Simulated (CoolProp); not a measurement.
Vapour-liquid equilibrium of carbon dioxide (1) + hydrogen sulfide (2) at 0.804 MPa; x and y are mole fractions of (1).

Model: multi-fluid Helmholtz-energy mixture model, Span 1996 and Lemmon 2006; pair parameters Kunz 2012, in CoolProp.

```csv
x,bubble temperature (°C),y at the bubble point,dew temperature at overall composition x (°C),liquid density (mol/L)
0.05,[?],0.255,-9.8,25.48
0.125,[?],0.475,-12.2,25.95
0.2,-30.9,[?],-14.7,26.14
0.275,-34.6,0.670,-17.3,26.14
0.35,-37.2,[?],-20.1,26.01
0.425,-39.1,0.754,-23.1,25.79
0.5,-40.5,0.782,-26.3,25.55
0.575,-41.7,[?],-29.8,25.30
0.65,-42.7,0.830,-33.6,25.11
0.725,-43.5,0.854,-37.6,24.99
0.8,-44.3,0.883,-41.4,25.00
0.875,-45.0,0.918,-44.1,25.15
0.95,-45.6,0.962,-45.5,25.51
```

### Question
What belongs in the gaps?

### Answer

- 0.05, bubble temperature (°C): -16.6
- 0.125, bubble temperature (°C): -25.2
- 0.2, y at the bubble point: 0.596
- 0.35, y at the bubble point: 0.718
- 0.575, y at the bubble point: 0.806

No azeotrope shows between x = 0.05 and 0.95.

The pair parameters rest on a limited set of measurements; away from them the model extrapolates.
